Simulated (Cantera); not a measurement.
A perfectly stirred reactor is fed with 17.0 % H₂, 39.5 % O₂, 43.5 % N₂, at 1.00 bar; it is held at 998 K, and followed from long to short residence time.

Model: the H2/O2 subset of GRI-Mech 3.0, which has no nitrogen chemistry, integrated in Cantera. The temperature is held fixed by assumption; the heat of reaction is taken as removed at once.

One state of this run: x H₂ = 0.107; x O₂ = 0.374; x O = 9.44e-5; x H₂O = 0.0682; x HO₂ = 0.000327; x H₂O₂ = 0.000164; x OH = 7.84e-5. x: mole fraction; the columns are a selection and need not sum to one.

Question: Which value of τ (s) does it belong to?
A) 0.00011
B) 0.19
C) 0.0097
D) 0.00049

Answer: D, 0.00049
